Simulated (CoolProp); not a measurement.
A single-stage vapour-compression cycle with fluoroethane (R161): evaporating at 299.15 K (dew point), condensing at 356.15 K (bubble point), superheat 10 K, subcooling 5 K, compressor efficiency 0.8, no pressure losses. Each further row changes one setting.

Model: reference Helmholtz-energy equation of state, Wu 2012, in CoolProp.

```csv
case,cooling COP,pressure ratio,discharge temperature (K),refrigerating effect (kJ/kg),volumetric capacity (kJ/m³)
as stated,2.91,3.66,388.9,222,4620
evaporating temperature 304.15 K,3.31,3.21,386.5,225,5360
condensing temperature 351.15 K,3.35,3.32,382.4,236,4910
subcooling 10 K,3.10,3.66,388.9,237,4930
superheat 20 K,2.94,3.66,398.3,238,4690
compressor efficiency 0.7,2.54,3.66,394.0,222,4620
```
